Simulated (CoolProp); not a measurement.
A closed Brayton cycle with carbon dioxide: compressor inlet 329.15 K and 8.8 MPa, high pressure 28.8 MPa, turbine inlet 965 K, compressor efficiency 0.85, turbine efficiency 0.93, recuperator effectiveness 0.9 (on enthalpy, no pinch check). Each further row changes one setting.

The numbers come from the reference Helmholtz-energy equation of state, Span 1996 in CoolProp.

```csv
case,thermal efficiency (%),net work (kJ/kg),compressor to turbine work,compressor exit (K),turbine exit (K)
as stated,?,124,0.34,428.7,804.4
turbine inlet 915 K,37.7,?,?,428.7,759.9
compressor inlet 339.15 K,?,116,0.38,?,804.4
high pressure 24.5 MPa,38.2,?,0.33,?,825.4
recuperator effectiveness 0.5,25.2,124,0.34,428.7,804.4
```

Task: What belongs in the gaps?

Result: 
- as stated, thermal efficiency (%): 39.2
- turbine inlet 915 K, net work (kJ/kg): 113
- turbine inlet 915 K, compressor to turbine work: 0.36
- compressor inlet 339.15 K, thermal efficiency (%): 38.1
- compressor inlet 339.15 K, compressor exit (K): 446.5
- high pressure 24.5 MPa, net work (kJ/kg): 111
- high pressure 24.5 MPa, compressor exit (K): 414.7
